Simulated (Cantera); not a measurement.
Mixture: CH4 : O2 : N2 : CO2 = 1 : 2 : 7.52 : 2.2 (molar parts), at 5.30 bar, adiabatic and at constant volume. Ignition delay is the time to a rise of 400 K.

Model: GRI-Mech 3.0 (53 species, 325 reactions), integrated in Cantera.

**Question.** Predict: delay at 1150 K; delay at 1225 K; delay at 1300 K; delay at 1375 K; delay at 1450 K; delay at 1525 K; delay at 1600 K; apparent activation energy between 1450 and 1600 K.

**Answer.** 
| Property | Result |
|---|---|
| delay at 1150 K | 22.3 ms |
| delay at 1225 K | 8.56 ms |
| delay at 1300 K | 3.50 ms |
| delay at 1375 K | 1.51 ms |
| delay at 1450 K | 0.683 ms |
| delay at 1525 K | 0.321 ms |
| delay at 1600 K | 0.159 ms |
| apparent activation energy between 1450 and 1600 K | 190 kJ/mol |
